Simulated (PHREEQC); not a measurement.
# Acid mine or pickling water: speciation

Model water analysis in mg/L, 25 °C, pH 3.47, pe 10.7:

```
constituent   mg/L
-----------  -----
Na            49.2
K              837
Ca             907
Mg            32.8
Cl             676
S(6) as SO4   2630
Si as SiO2    4.13
Cu(2)         4.52
Zn            89.1
Mn(2)          9.1
Fe(3)        0.629
Pb            1.49
```

Valence states are taken as typed.

All values are PHREEQC results (ion-association model, phreeqc.dat), not measurements.

This is a speciation only: nothing precipitates in the calculation.

Q: Predict the ionic strength.

A: ionic strength 0.0917 mol/kgw.

Q: In which forms is Na present?

A: Na+ 97 %, NaSO4- 3.3 % of the Na.

The solution is supersaturated, for example in Jarosite-K, Gypsum, so a real one may precipitate; this is no full list. Species that the database lacks are ignored.
